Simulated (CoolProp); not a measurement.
Values from CoolProp's reference Helmholtz-energy equation of state, Gao 2016.

Give the vapour pressure (kPa), vapour density (kg/m³), enthalpy of vaporisation (kJ/kg), liquid cp (kJ/(kg K)) of saturated sulfur dioxide at 336.5 K.


| T (K) | p (kPa) | vapour density (kg/m³) | enthalpy of vaporisation (kJ/kg) | liquid cp (kJ/(kg K)) |
|---|---|---|---|---|
| 336.5 | 1200 | 32.2 | 312 | 1.48 |
